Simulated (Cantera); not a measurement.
A perfectly stirred reactor is fed with 26.7 % CO, 14.9 % H2, 12.2 % O2, 46.1 % N2, equivalence ratio 1.7, at 578 Torr; it is adiabatic with a 750 K inlet, and is followed from long to short residence time, starting on the burning branch (τ in s: 0.021, 0.011, 0.0056, 0.0029, 0.0015, 0.0008, 0.00042, 0.00022, 0.00011, 6e-05, 3.1e-05, 1.6e-05, 8.5e-06).

Computed with Cantera and GRI-Mech 3.0 (53 species, 325 reactions).

Task: Predict: blow-out, bracketed by the residence times tried; x(CO) at τ = 21.0 ms; x(H2) at τ = 21.0 ms; x(O2) at τ = 21.0 ms; x(CO2) at τ = 21.0 ms; x(NO2) at τ = 21.0 ms; x(CO) at τ = 0.420 ms; x(H2) at τ = 0.420 ms; x(O2) at τ = 0.420 ms; x(CO2) at τ = 0.420 ms; x(NO2) at τ = 0.420 ms.

Result: 
```json
{
 "blow_out_bracketed_by_the_residence_times_tried": "burning at 31.0 µs, out at 16.0 µs",
 "x(CO) at τ = 21.0 ms": "0.171",
 "x(H2) at τ = 21.0 ms": "0.0287",
 "x(O2) at τ = 21.0 ms": "0.00223",
 "x(CO2) at τ = 21.0 ms": "0.130",
 "x(NO2) at τ = 21.0 ms": "6.55e-8",
 "x(CO) at τ = 0.420 ms": "0.176",
 "x(H2) at τ = 0.420 ms": "0.0337",
 "x(O2) at τ = 0.420 ms": "0.0135",
 "x(CO2) at τ = 0.420 ms": "0.114",
 "x(NO2) at τ = 0.420 ms": "4.51e-9"
}
```
